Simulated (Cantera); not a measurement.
## Equilibrium for carbothermic reduction: PbO + C + CO

Feed: 1 mol PbO, a varied amount of C, 0.015 mol CO, equilibrated at 1825 K and 0.100 bar.

Method: chemical equilibrium by Gibbs-energy minimisation in Cantera with the NASA 1993 tables (ideal gas, pure condensed phases). Candidate condensed phases: C, Pb, PbO, PbO2, Pb3O4; 15 gas species. Gases not in the tables: (PbO)n polymers. Kinetics and transport are ignored.

```csv
n(C) (mol),x Pb,x CO,x CO2,x PbO,x Pb2,x O2,n C(graphite)
0.63,0.601,0.174,0.218,0.00661,0.000254,1.11e-6,0
1.2,0.496,0.504,1.63e-6,1.41e-8,0.000173,<1e-12,0.200
1.8,0.496,0.504,1.63e-6,1.41e-8,0.000173,<1e-12,0.800
2.4,0.496,0.504,1.63e-6,1.41e-8,0.000173,<1e-12,1.40
2.9,0.496,0.504,1.63e-6,1.41e-8,0.000173,<1e-12,1.90
3.5,0.496,0.504,1.63e-6,1.41e-8,0.000173,<1e-12,2.50
4.1,0.496,0.504,1.63e-6,1.41e-8,0.000173,<1e-12,3.10
4.7,0.496,0.504,1.63e-6,1.41e-8,0.000173,<1e-12,3.70
5.2,0.496,0.504,1.63e-6,1.41e-8,0.000173,<1e-12,4.20
5.8,0.496,0.504,1.63e-6,1.41e-8,0.000173,<1e-12,4.80
6.4,0.496,0.504,1.63e-6,1.41e-8,0.000173,<1e-12,5.40
7,0.496,0.504,1.63e-6,1.41e-8,0.000173,<1e-12,6.00
```
x: gas mole fraction; n: condensed amount in mol.

At 0.63 mol C nothing is condensed. From 1.2 mol C to 7 mol C the condensed part is C(graphite).
